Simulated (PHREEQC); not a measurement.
A solution holds 0.026 mol/kgw HCl, 3.9e-05 mol/kgw ZnSO4 and 0.0012 mol/kgw MgCl2, at 25 °C. Closed to the air; pH follows from the charge balance.

The numbers come from PHREEQC with the ion-association model, phreeqc.dat.

No solid was allowed to form.

### Question
Order these S species by the share of S that they hold, largest first: MgSO4, HSO4-, SO4-2.

### Answer
HSO4- (56 %), SO4-2 (41 %), MgSO4 (3.3 %)

The pH is 1.64 and the ionic strength 0.0297 mol/kgw.
